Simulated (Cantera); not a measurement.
An adiabatic, constant-volume homogeneous reactor starts with C3H8 : O2 : N2 = 1 : 10 : 37.6 (molar parts), at 1525 K and 0.400 bar. Integrator tolerance rtol = 1e-08.

Computed with Cantera and GRI-Mech 3.0 (53 species, 325 reactions). GRI-Mech 3.0 was tuned for natural gas; its chemistry of propane as a main component is partial and can be far from experiment.

```
quantity                                                            before                                    after
---------------------------------  ---------------------------------------  ---------------------------------------
time of steepest temperature rise                                 0.104 ms                                 0.111 ms
temperature at 0.100 s                                              2574 K                                   2885 K
equilibrium temperature                                             2574 K                                   2885 K
x(C3H8) at 0.100 s                   <1e-12 (gas-phase equilibrium <1e-12)    <1e-12 (gas-phase equilibrium <1e-12)
x(O2) at 0.100 s                     0.0908 (gas-phase equilibrium 0.0908)    0.0160 (gas-phase equilibrium 0.0160)
x(NO) at 0.100 s                     0.0167 (gas-phase equilibrium 0.0167)    0.0104 (gas-phase equilibrium 0.0104)
x(H2O2) at 0.100 s                 1.44e-7 (gas-phase equilibrium 1.44e-7)  1.90e-7 (gas-phase equilibrium 1.90e-7)
x(HCO) at 0.100 s                  1.89e-9 (gas-phase equilibrium 1.89e-9)  1.18e-7 (gas-phase equilibrium 1.18e-7)
x(NO2) at 0.100 s                  7.54e-6 (gas-phase equilibrium 7.54e-6)  1.68e-6 (gas-phase equilibrium 1.68e-6)
```

Question: Which change was made?
(A) C3H8 1 to 0.54 parts
(B) constant pressure in place of constant volume
(C) C3H8 1 to 2.8 parts
(D) C3H8 1 to 2.3 parts

Answer: D, C3H8 1 to 2.3 parts
